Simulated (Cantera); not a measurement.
Reactions in the system H-S-Si

Cantera with NASA thermochemical tables; ideal gases at 1 bar, condensed phases pure. Values are per mole of reaction as written; species without (g) are pure solids or liquids, kept so even where they would boil at 1 bar.

3 SiH2(g) ⇌ 2 SiH3(g) + Si(g)

| T (K) | ΔH° (kJ) | ΔS° (J/K) | ΔG° (kJ) | log10 K |
|---|---|---|---|---|
| 1175 | 121.4 | -38.0 | 166.1 | -7.38 |
| 1200 | 121.2 | -38.2 | 167.1 | -7.27 |
| 1225 | 121.0 | -38.4 | 168.0 | -7.16 |
| 1250 | 120.8 | -38.5 | 169.0 | -7.06 |
| 1275 | 120.6 | -38.7 | 169.9 | -6.96 |

2 H2S(g) + Si(g) ⇌ SiH4(g) + S2(g)

| T (K) | ΔH° (kJ) | ΔS° (J/K) | ΔG° (kJ) | log10 K |
|---|---|---|---|---|
| 1175 | -243.4 | -145.9 | -72.0 | 3.20 |
| 1200 | -243.2 | -145.7 | -68.3 | 2.97 |
| 1225 | -243.0 | -145.5 | -64.7 | 2.76 |
| 1250 | -242.7 | -145.3 | -61.0 | 2.55 |
| 1275 | -242.5 | -145.1 | -57.4 | 2.35 |
